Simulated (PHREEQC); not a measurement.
Solution (70 °C): 0.0043 mol HCl, 0.0022 mol FeSO4 and 0.00062 mol MgSO4 per kg of water. Closed to the air; pH follows from the charge balance.

All values are PHREEQC results (ion-association model, phreeqc.dat), not measurements.

Task: The ionic strength comes out as 0.0116 mol/kgw. What activity coefficients do FeHSO4+, Fe+2, SO4-2, HSO4-, FeCl+ get?

Result: FeHSO4+ 0.89, Fe+2 0.63, SO4-2 0.63, HSO4- 0.89, FeCl+ 0.89.

No solid was allowed to form. Away from 25 °C the constants follow the database's enthalpies or fits; those with neither stay at their 25 °C values.
